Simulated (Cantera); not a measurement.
Source: NASA polynomial tables (part measured, part estimated), evaluated in Cantera. Values are per mole of reaction as written; species without (g) are pure solids or liquids, kept so even where they would boil at 1 bar.

3 CuF2 + 2 O3(g) + 6 H2(g) → 3 Cu(OH)2 + 6 HF(g), with ΔH° = -1653.3 kJ and ΔS° = -126.5 J/K at 300 K.

Question: How far is the shortcut ΔG° ≈ ΔH°(300 K) − T·ΔS°(300 K) from the full temperature-dependent value at 1200, 1250, 1300, 1350, 1400, 1450, 1500 K?

Answer: 
```tsv
T (K)	shortcut (kJ)	full (kJ)	difference (kJ)	difference in log10 K	condensed phases
1200	-1501.4	-1478.3	-23.1	1.01	CuF2(l), Cu(OH)2(s)
1250	-1495.1	-1463.3	-31.8	1.33	CuF2(l), Cu(OH)2(s)
1300	-1488.8	-1448.1	-40.6	1.63	CuF2(l), Cu(OH)2(s)
1350	-1482.5	-1432.9	-49.6	1.92	CuF2(l), Cu(OH)2(s)
1400	-1476.1	-1417.5	-58.6	2.19	CuF2(l), Cu(OH)2(s)
1450	-1469.8	-1402.1	-67.7	2.44	CuF2(l), Cu(OH)2(s)
1500	-1463.5	-1386.6	-76.9	2.68	CuF2(l), Cu(OH)2(s)
```
The shortcut ignores heat capacities and the phase changes listed.
